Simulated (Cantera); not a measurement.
Input: 1 mol CH3SiH3, 0.55 mol CH4, 980 mol H2, held at 12.0 Torr.

Cantera equilibrium calculation (NASA polynomials, part measured and part estimated; ideal gas, pure solids and liquids). Candidate condensed phases: C, C6H6, C7H8, C8H18, Si, SiC; 87 gas species. The feed counts by its element totals alone. Gases not in the tables: Si2H6 and higher silanes. Kinetics and transport are ignored.

x: gas mole fraction; n: condensed amount in mol.

```csv
T (K),x H2,x H,x Si,x C2H2 (acetylene),x CH4,x SiH,n SiC(s),n C(graphite)
900,0.999,9.24e-10,<1e-12,<1e-12,0.000559,<1e-12,1.00,0
1050,0.999,6.41e-8,<1e-12,___,0.000559,<1e-12,1.00,0
1200,1.000,1.56e-6,<1e-12,___,0.000253,<1e-12,1.00,0.301
1350,1.000,1.88e-5,4.74e-11,___,9.22e-5,3.82e-11,1.000,0.457
1500,1.000,0.000139,4.79e-9,___,4.11e-5,1.95e-9,1.000,0.492
1650,0.999,0.000718,2.08e-7,___,2.12e-5,4.80e-8,1.000,0.439
1800,0.997,0.00283,4.78e-6,___,1.22e-5,6.89e-7,0.994,0.199
1950,0.991,0.00902,8.72e-5,___,5.92e-6,8.39e-6,0.895,0
2100,0.974,0.0243,0.000835,0.000730,3.61e-6,5.66e-5,0,0
2250,0.941,0.0570,0.000897,0.000733,1.62e-6,4.43e-5,0,0
```

Problem. What belongs in the gaps?

Solution. 
- 1050, x C2H2 (acetylene): 1.54e-9
- 1200, x C2H2 (acetylene): 1.03e-7
- 1350, x C2H2 (acetylene): 1.24e-6
- 1500, x C2H2 (acetylene): 9.02e-6
- 1650, x C2H2 (acetylene): 4.56e-5
- 1800, x C2H2 (acetylene): 0.000175
- 1950, x C2H2 (acetylene): 0.000325
